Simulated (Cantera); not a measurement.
# CO + H2O (carbon deposition, reforming and gasification)

Input: 1 mol CO, 0.69 mol H2O, held at 1 atm.

Cantera equilibrium calculation (NASA polynomials, part measured and part estimated; ideal gas, pure solids and liquids). Candidate condensed phases: C, C6H6, C7H8, C8H18, H2O; 110 gas species. The numbers say what is thermodynamically allowed, not how fast it happens.

From 500 K to 900 K the condensed part is C(graphite). At 950 K nothing is condensed. The main C-bearing gas is CO2 at 500 K and CO at 950 K. The share of C in condensed phases is highest at 500 K (40.0 %) and lowest at 950 K (0.0 %).

| T (K) | x H2O | x CO2 | x CO | x H2 | x CH4 | x C2H6 | x HCOOH | x HCHO (formaldehyde) | n C(graphite) |
|---|---|---|---|---|---|---|---|---|---|
| 500 | 0.493 | 0.462 | 2.74e-5 | 0.00401 | 0.0407 | 1.55e-8 | 4.17e-10 | <1e-12 | 0.400 |
| 550 | 0.469 | 0.471 | 0.000185 | 0.0106 | 0.0483 | 3.68e-8 | 1.45e-9 | 1.68e-12 | 0.378 |
| 600 | 0.442 | 0.480 | 0.000906 | 0.0236 | 0.0534 | 7.08e-8 | 4.00e-9 | 1.74e-11 | 0.357 |
| 650 | 0.410 | 0.486 | 0.00347 | 0.0457 | 0.0550 | 1.14e-7 | 9.23e-9 | 1.22e-10 | 0.336 |
| 700 | 0.371 | 0.488 | 0.0109 | 0.0782 | 0.0527 | 1.54e-7 | 1.82e-8 | 6.23e-10 | 0.313 |
| 750 | 0.323 | 0.481 | 0.0292 | 0.120 | 0.0467 | 1.77e-7 | 3.10e-8 | 2.43e-9 | 0.284 |
| 800 | 0.268 | 0.459 | 0.0677 | 0.167 | 0.0381 | 1.73e-7 | 4.56e-8 | 7.48e-9 | 0.239 |
| 850 | 0.209 | 0.413 | 0.137 | 0.213 | 0.0285 | 1.44e-7 | 5.71e-8 | 1.85e-8 | 0.165 |
| 900 | 0.149 | 0.338 | 0.244 | 0.248 | 0.0195 | 1.02e-7 | 5.93e-8 | 3.68e-8 | 0.0491 |
| 950 | 0.136 | 0.284 | 0.308 | 0.264 | 0.00673 | 1.90e-8 | 5.71e-8 | 4.75e-8 | 0 |
x: gas mole fraction; n: condensed amount in mol.
